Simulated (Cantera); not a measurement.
Input (Python, Cantera) and output of one run.

```python
import numpy as np
import cantera as ct

gas_names = """
    H HO2 H2 H2O H2O2 O OH O2 O3 Pb PbO Pb2
""".split()
cond_names = """
    H2O(s) H2O(L) Pb(cr) Pb(L) PbO(rd) PbO(yw) PbO(L) PbO2(s) Pb3O4(s)
""".split()


# ... load() reads the species with a 1 bar reference pressure and builds the phases ...
atoms = {
    'PbO': {'Pb': 1, 'O': 1},
    'O2': {'O': 2},
    'H2': {'H': 2},
}
top_T = {'Pb3O4(s)': 820}  # K; cautious upper limits of use, not melting points


# ... equilibrate(T, P, feed) seeds the gas with the atoms and calls Mixture.equilibrate('TP', solver="vcs", rtol=1e-11, max_steps=5000) ...
results = []
feed = {'PbO': 1, 'O2': 1.1, 'H2': 66}  # mol
for P in [10, 52, 270, 1400, 7200, 37000, 190000, 1000000]:
    for T in [625, 675, 725, 775, 825, 875, 925, 975, 1025]:
        mix = equilibrate(T, P, feed)
        results.append((T, P, feed, dict(zip(mix.species_names, mix.species_moles))))

for T, P, feed, n in results:
    print(f"{T:7g} {P:10.4g}  " + (" + ".join(c for c in cond_names if n.get(c, 0) > 1e-12) or "gas only"))
```

It prints:

```
    625         10  Pb(L)
    675         10  Pb(L)
    725         10  Pb(L)
    775         10  Pb(L)
    825         10  Pb(L)
    875         10  Pb(L)
    925         10  gas only
    975         10  gas only
   1025         10  gas only
    625         52  Pb(L)
    675         52  Pb(L)
    725         52  Pb(L)
    775         52  Pb(L)
    825         52  Pb(L)
    875         52  Pb(L)
    925         52  Pb(L)
    975         52  gas only
   1025         52  gas only
    625        270  Pb(L)
    675        270  Pb(L)
    725        270  Pb(L)
    775        270  Pb(L)
    825        270  Pb(L)
    875        270  Pb(L)
    925        270  Pb(L)
    975        270  Pb(L)
   1025        270  Pb(L)
    625       1400  Pb(L)
    675       1400  Pb(L)
    725       1400  Pb(L)
    775       1400  Pb(L)
    825       1400  Pb(L)
    875       1400  Pb(L)
    925       1400  Pb(L)
    975       1400  Pb(L)
   1025       1400  Pb(L)
    625       7200  Pb(L)
    675       7200  Pb(L)
    725       7200  Pb(L)
    775       7200  Pb(L)
    825       7200  Pb(L)
    875       7200  Pb(L)
    925       7200  Pb(L)
    975       7200  Pb(L)
   1025       7200  Pb(L)
    625    3.7e+04  Pb(L)
    675    3.7e+04  Pb(L)
    725    3.7e+04  Pb(L)
    775    3.7e+04  Pb(L)
    825    3.7e+04  Pb(L)
    875    3.7e+04  Pb(L)
    925    3.7e+04  Pb(L)
    975    3.7e+04  Pb(L)
   1025    3.7e+04  Pb(L)
    625    1.9e+05  Pb(L)
    675    1.9e+05  Pb(L)
    725    1.9e+05  Pb(L)
    775    1.9e+05  Pb(L)
    825    1.9e+05  Pb(L)
    875    1.9e+05  Pb(L)
    925    1.9e+05  Pb(L)
    975    1.9e+05  Pb(L)
   1025    1.9e+05  Pb(L)
    625      1e+06  Pb(L)
    675      1e+06  Pb(L)
    725      1e+06  Pb(L)
    775      1e+06  Pb(L)
    825      1e+06  Pb(L)
    875      1e+06  Pb(L)
    925      1e+06  Pb(L)
    975      1e+06  Pb(L)
   1025      1e+06  Pb(L)
```

Cantera equilibrium calculation (NASA polynomials, part measured and part estimated; ideal gas, pure solids and liquids).
